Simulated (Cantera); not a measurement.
A Cantera script and its output.

```python
import numpy as np
import cantera as ct

gas = ct.Solution("gri30.yaml")


def delay(T, t_max=10):
    gas.TPX = T, 1000000, {'CH4': 1, 'O2': 1.18, 'N2': 4.42}
    reactor = ct.IdealGasConstPressureReactor(gas, clone=False)
    net = ct.ReactorNet([reactor])
    net.rtol, net.atol = 1e-8, 1e-16
    while net.time < t_max:
        t_old, T_old = net.time, reactor.T
        net.step()
        if reactor.T > T + 400:  # ignition: a rise of 400 K
            return t_old + (T + 400 - T_old) / (reactor.T - T_old) * (net.time - t_old)
    return np.nan


taus = []
for T in [1100, 1200, 1300, 1400, 1500, 1600, 1700]:
    taus.append(delay(T))
    print(f"T0 = {T:6g} K   tau = {taus[-1]:.4e} s")
```

Output:

```
T0 =   1100 K   tau = 2.2939e-02 s
T0 =   1200 K   tau = 6.2386e-03 s
T0 =   1300 K   tau = 1.9208e-03 s
T0 =   1400 K   tau = 6.5031e-04 s
T0 =   1500 K   tau = 2.3733e-04 s
T0 =   1600 K   tau = 9.2658e-05 s
T0 =   1700 K   tau = 3.9021e-05 s
```

Computed with Cantera and GRI-Mech 3.0 (53 species, 325 reactions).
